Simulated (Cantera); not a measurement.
Input: 1 mol MgCO₃, 0.85 mol O₂, 0.1 mol H₂O, held at 1675 °C and 75.0 Torr.

Equilibrium computed with Cantera from the NASA thermochemical tables; the gas is ideal and each condensed phase is pure. Candidate condensed phases: C, C₆H₆, C₇H₈, C₈H₁₈, H₂O, Mg, MgCO₃, MgO, Mg(OH)₂; 116 gas species. The numbers say what is thermodynamically allowed, not how fast it happens.

Base state: CO₂ 0.510, O₂ 0.435, H₂O 0.0499, OH 0.00238, CO 0.00207, O 0.000926, H₂ 4.61e-5, H 2.43e-5 (mole fractions); condensed: MgO(s).

Task: What changes in the equilibrium state with this change: O₂ from 0.85 to 2.9 mol?

Result: 
| species | before | after |
|---|---|---|
| O₂ | 0.435 | 0.723 |
| CO₂ | 0.510 | 0.249 |
| H₂O | 0.0499 | 0.0240 |
| H₂ | 4.61e-5 | 1.72e-5 |
| CO | 0.00207 | 0.000783 |
| MgO(s), mol | 1.000 | 1.000 |
